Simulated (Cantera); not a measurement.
Cantera run:

```python
import numpy as np
import cantera as ct

gas_names = """
    H H2 H2S Pb PbS Pb2 S SH S2 S8
""".split()
cond_names = """
    Pb(cr) Pb(L) PbS(s) PbS(L) S(cr1) S(cr2) S(L)
""".split()


def load(file, names, dense=False):
    # The tables refer to 1 bar. Condensed volumes are neglected.
    table = {s.name: s for s in ct.Species.list_from_file(file)}
    out = []
    for n in names:
        d = dict(table[n].input_data)
        d["thermo"] = dict(d["thermo"], **{"reference-pressure": 1e5})
        if dense:
            d["equation-of-state"] = {"model": "constant-volume", "density": "1e6 g/cm^3"}
        out.append(ct.Species.from_dict(d))
    return out


gas = ct.Solution(thermo="ideal-gas", species=load("nasa_gas.yaml", gas_names))
cond = {s.name: ct.Solution(thermo="fixed-stoichiometry", species=[s], name=s.name)
        for s in load("nasa_condensed.yaml", cond_names, dense=True)}
atoms = {
    'PbS': {'Pb': 1, 'S': 1},
    'H2': {'H': 2},
}
top_T = {}  # K; cautious upper limits of use, not melting points


def equilibrate(T, P, feed):
    n = {}
    for name, mol in feed.items():
        for a, k in atoms[name].items():
            n[a] = n.get(a, 0.0) + k * mol
    gas.TPX = T, P, n
    mass = sum(n.values()) * gas.mean_molecular_weight
    gas.equilibrate("TP")
    valid = [c for c in cond.values() if c.min_temp <= T <= top_T.get(c.name, c.max_temp)]
    mix = ct.Mixture([(gas, mass / gas.mean_molecular_weight)] + [(c, 0.0) for c in valid])
    mix.T, mix.P = T, P
    mix.equilibrate("TP", solver="vcs", rtol=1e-11, max_steps=5000)
    return mix


results = []
P = 17  # Pa
for T in [798, 898, 998, 1098, 1198, 1298, 1398, 1498, 1598, 1698, 1798, 1898]:
    for m in [1, 2.2, 4.7, 10, 22, 48, 100, 220, 480]:
        feed = {'PbS': 1, 'H2': m}  # mol
        mix = equilibrate(T, P, feed)
        results.append((T, P, feed, dict(zip(mix.species_names, mix.species_moles))))

for T, P, feed, n in results:
    print(f"{T:7g} {feed['H2']:10.4g}  " + (" + ".join(c for c in cond_names if n.get(c, 0) > 1e-12) or "gas only"))
```

It prints:

```
    798          1  Pb(L) + PbS(s)
    798        2.2  Pb(L) + PbS(s)
    798        4.7  Pb(L) + PbS(s)
    798         10  Pb(L) + PbS(s)
    798         22  Pb(L) + PbS(s)
    798         48  Pb(L) + PbS(s)
    798        100  Pb(L) + PbS(s)
    798        220  Pb(L) + PbS(s)
    798        480  Pb(L)
    898          1  PbS(s)
    898        2.2  PbS(s)
    898        4.7  PbS(s)
    898         10  PbS(s)
    898         22  PbS(s)
    898         48  gas only
    898        100  gas only
    898        220  gas only
    898        480  gas only
    998          1  gas only
    998        2.2  gas only
    998        4.7  gas only
    998         10  gas only
    998         22  gas only
    998         48  gas only
    998        100  gas only
    998        220  gas only
    998        480  gas only
   1098          1  gas only
   1098        2.2  gas only
   1098        4.7  gas only
   1098         10  gas only
   1098         22  gas only
   1098         48  gas only
   1098        100  gas only
   1098        220  gas only
   1098        480  gas only
   1198          1  gas only
   1198        2.2  gas only
   1198        4.7  gas only
   1198         10  gas only
   1198         22  gas only
   1198         48  gas only
   1198        100  gas only
   1198        220  gas only
   1198        480  gas only
   1298          1  gas only
   1298        2.2  gas only
   1298        4.7  gas only
   1298         10  gas only
   1298         22  gas only
   1298         48  gas only
   1298        100  gas only
   1298        220  gas only
   1298        480  gas only
   1398          1  gas only
   1398        2.2  gas only
   1398        4.7  gas only
   1398         10  gas only
   1398         22  gas only
   1398         48  gas only
   1398        100  gas only
   1398        220  gas only
   1398        480  gas only
   1498          1  gas only
   1498        2.2  gas only
   1498        4.7  gas only
   1498         10  gas only
   1498         22  gas only
   1498         48  gas only
   1498        100  gas only
   1498        220  gas only
   1498        480  gas only
   1598          1  gas only
   1598        2.2  gas only
   1598        4.7  gas only
   1598         10  gas only
   1598         22  gas only
   1598         48  gas only
   1598        100  gas only
   1598        220  gas only
   1598        480  gas only
   1698          1  gas only
   1698        2.2  gas only
   1698        4.7  gas only
   1698         10  gas only
   1698         22  gas only
   1698         48  gas only
   1698        100  gas only
   1698        220  gas only
   1698        480  gas only
   1798          1  gas only
   1798        2.2  gas only
   1798        4.7  gas only
   1798         10  gas only
   1798         22  gas only
   1798         48  gas only
   1798        100  gas only
   1798        220  gas only
   1798        480  gas only
   1898          1  gas only
   1898        2.2  gas only
   1898        4.7  gas only
   1898         10  gas only
   1898         22  gas only
   1898         48  gas only
   1898        100  gas only
   1898        220  gas only
   1898        480  gas only
```

Method: chemical equilibrium by Gibbs-energy minimisation in Cantera with the NASA 1993 tables (ideal gas, pure condensed phases).
